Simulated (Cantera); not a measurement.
A closed system holds: 1 mol TiO2, 420 mol H2, 0.39 mol H2O, equilibrated at 0.100 bar.

Cantera equilibrium calculation (NASA polynomials, part measured and part estimated; ideal gas, pure solids and liquids). Candidate condensed phases: H2O, Ti, TiO, TiO2, Ti2O3, Ti3O5, Ti4O7; 12 gas species. The numbers say what is thermodynamically allowed, not how fast it happens.

Question: At 1600 K, list the 3 most abundant gas species with their mole fractions, and the condensed phases.

Answer: H2 0.998, H2O 0.00172, H 0.000172. Condensed: Ti3O5(s).
